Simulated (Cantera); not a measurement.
Input: 1 mol SiC, 0.4 mol H2O, 500 mol N2, 0.0011 mol O2, equilibrated at 2000 °C and 73.0 Pa.

Cantera equilibrium calculation (NASA polynomials, part measured and part estimated; ideal gas, pure solids and liquids). Candidate condensed phases: C, C6H6, C7H8, C8H18, H2O, Si, SiC, SiO2, Si2N2O, Si3N4; 151 gas species. Rates play no part.

Base state: N2 0.995, Si 0.00176, H 0.00137, CO 0.000801, CN 0.000477, SiC2 0.000221, HCN 0.000167, H2 1.95e-5 (mole fractions); condensed: C(graphite).

Question: What changes in the equilibrium state with this change: pressure from 73.0 Pa to 13.3 mbar?

Answer: 
```tsv
species	before	after
N2	0.995	0.996
Si	0.00176	0.00169
H	0.00137	0.000845
CN	0.000477	0.000112
C3	1.38e-5	7.57e-7
Si2C	1.73e-6	2.91e-5
C(graphite), mol	0.000675	0.0568
```
The tables' values for SiN are old estimates; treat these amounts as uncertain.
